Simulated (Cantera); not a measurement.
# Thermodynamics of silicon epitaxy and polysilicon growth, feed Si2Cl6 + Cl2 + N2

Input: 1 mol Si2Cl6, 0.014 mol Cl2, a varied amount of N2, at 10.0 mbar.

Cantera equilibrium calculation (NASA polynomials, part measured and part estimated; ideal gas, pure solids and liquids). Candidate condensed phases: Si, Si3N4; 13 gas species. The feed counts by its element totals alone. N2 is the only nitrogen source here; it is nearly inert below about 1500 K, so the nitride shown seldom forms there in practice. The tables' values for SiCl3 are old estimates. Rates play no part.

Question: Map the stable condensed phases over T = 577, 627, 677, 727, 777, 827, 877, 927, 977, 1027, 1077, 1127, 1177, 1227 °C and n(N2) in mol = 18, 28, 44, 68, 100, 160, 250.

Answer: 
```
T in °C \ n(N2) in mol
          18  28  44  68 100 160 250
   1227    A   A   A   A   A   A   A
   1177    A   A   A   A   A   A   A
   1127    B   B   A   A   A   A   A
   1077    B   B   B   B   B   B   A
   1027    B   B   B   B   B   B   B
    977    B   B   B   B   B   B   B
    927    B   B   B   B   B   B   B
    877    B   B   B   B   B   B   B
    827    B   B   B   B   B   B   B
    777    B   B   B   B   B   B   B
    727    B   B   B   B   B   B   B
    677    B   B   B   B   B   B   B
    627    B   B   B   B   B   B   B
    577    B   B   B   B   B   B   B
```
A: gas only; B: Si3N4.
